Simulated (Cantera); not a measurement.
An isothermal, constant-pressure homogeneous reactor starts with NH3 : H2 = 1 : 0.61 (molar parts), at 2075 K and 760 Torr.

Cantera simulation using the gas-phase N/H chemistry of the illustrative SiF4/NH3 mechanism in the Surface Chemkin manual (1991); the numbers are that mechanism's predictions, not measurements. Walls and surfaces, which speed up NH3 decomposition in real reactors, are not modelled.

One state of this run: x NH3 = 1.40e-5; x H2 = 0.806; x H = 0.00239; x N = 2.72e-9; x NH2 = 1.24e-7; x N2H4 = <1e-12. x: mole fraction; the columns are a selection and need not sum to one.

Which value of t (s) does it belong to?
A. 0.199
B. 3.16
C. 0.0126
D. 12.6

D, 12.6
